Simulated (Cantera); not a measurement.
Feed: 1 mol CH3Cl, equilibrated at 2.18 Torr.

Equilibrium computed with Cantera from the NASA thermochemical tables; the gas is ideal and each condensed phase is pure. Candidate condensed phases: C, C6H6, C7H8, C8H18; 91 gas species. The numbers say what is thermodynamically allowed, not how fast it happens.

x: gas mole fraction; n: condensed amount in mol.

| T (K) | x HCl | x H2 | x H | x Cl | x CH4 | x C2H2 (acetylene) | x C3 | n C(graphite) |
|---|---|---|---|---|---|---|---|---|
| 600 | 0.525 | 0.426 | <1e-12 | <1e-12 | 0.0496 | <1e-12 | <1e-12 | 0.906 |
| 800 | 0.500 | 0.499 | 3.80e-11 | 3.95e-11 | 0.000969 | <1e-12 | <1e-12 | 0.998 |
| 1000 | 0.500 | 0.500 | 2.98e-8 | 2.77e-8 | 6.92e-5 | (withheld) | <1e-12 | 1.000 |
| 1200 | 0.500 | 0.500 | 2.59e-6 | 2.25e-6 | 1.15e-5 | (withheld) | <1e-12 | 1.000 |
| 1400 | 0.500 | 0.500 | 6.39e-5 | 5.26e-5 | 3.13e-6 | (withheld) | <1e-12 | 1.000 |
| 1600 | 0.499 | 0.500 | 0.000714 | 0.000564 | 1.18e-6 | (withheld) | <1e-12 | 1.000 |
| 1800 | 0.494 | 0.497 | 0.00469 | 0.00357 | 5.52e-7 | (withheld) | 3.95e-11 | 1.000 |
| 2000 | 0.476 | 0.488 | 0.0211 | 0.0153 | 2.93e-7 | (withheld) | 9.56e-9 | 0.998 |
| 2200 | 0.423 | 0.458 | 0.0708 | 0.0476 | 1.60e-7 | (withheld) | 8.33e-7 | 0.995 |
| 2400 | 0.319 | 0.387 | 0.184 | 0.108 | 7.70e-8 | (withheld) | 3.38e-5 | 0.987 |
| 2600 | 0.184 | 0.265 | 0.367 | 0.179 | 2.61e-8 | (withheld) | 0.000764 | 0.966 |

### Question
Some entries are withheld; supply them.

### Answer

- 1000, x C2H2 (acetylene): 5.70e-10
- 1200, x C2H2 (acetylene): 5.13e-8
- 1400, x C2H2 (acetylene): 1.26e-6
- 1600, x C2H2 (acetylene): 1.37e-5
- 1800, x C2H2 (acetylene): 8.72e-5
- 2000, x C2H2 (acetylene): 0.000375
- 2200, x C2H2 (acetylene): 0.00117
- 2400, x C2H2 (acetylene): 0.00269
- 2600, x C2H2 (acetylene): 0.00429
